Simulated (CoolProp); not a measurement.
Nitrous oxide along the isobar 86.1 bar: fugacity coefficient from the reference equation and from simpler models built on Tc = 36.4 °C, pc = 72.45 bar, ω = 0.161; each cubic takes its own stable root.

The numbers come from the reference Helmholtz-energy equation of state, Lemmon 2006 in CoolProp. It is a short technical equation, of lower accuracy than the large ones.

```json
[
 {"T (°C)": "-47.55", "phase": "liquid", "reference": "0.08865"},
 {"T (°C)": "-43.85", "phase": "liquid", "reference": "0.1006"},
 {"T (°C)": "-40.15", "phase": "liquid", "reference": "0.1135"},
 {"T (°C)": "-36.45", "phase": "liquid", "reference": "0.1274"},
 {"T (°C)": "-32.75", "phase": "liquid", "reference": "0.1423"},
 {"T (°C)": "-29.05", "phase": "liquid", "reference": "0.1583"},
 {"T (°C)": "-25.35", "phase": "liquid", "reference": "0.1752"},
 {"T (°C)": "-21.65", "phase": "liquid", "reference": "0.1932"},
 {"T (°C)": "-17.95", "phase": "liquid", "reference": "0.2122"},
 {"T (°C)": "-14.25", "phase": "liquid", "reference": "0.2321"},
 {"T (°C)": "-10.55", "phase": "liquid", "reference": "0.2530"},
 {"T (°C)": "-6.85", "phase": "liquid", "reference": "0.2749"},
 {"T (°C)": "-3.15", "phase": "liquid", "reference": "0.2975"},
 {"T (°C)": "0.55", "phase": "liquid", "reference": "0.3210"},
 {"T (°C)": "4.25", "phase": "liquid", "reference": "0.3453"},
 {"T (°C)": "7.95", "phase": "liquid", "reference": "0.3702"}
]
```

**Question.** How far does each simpler model (van der Waals, Soave-Redlich-Kwong, Peng-Robinson) lie from the reference over these 16 states: mean and median of the absolute difference, and the worst?

**Answer.** 
- van der Waals: mean 75.5 %, median 68.2 %, worst +147.7 % at -47.55 °C and 86.1 bar
- Soave-Redlich-Kwong: mean 2.9 %, median 3.0 %, worst +3.1 % at -3.15 °C and 86.1 bar
- Peng-Robinson: mean 0.9 %, median 0.9 %, worst -1.0 % at 7.95 °C and 86.1 bar
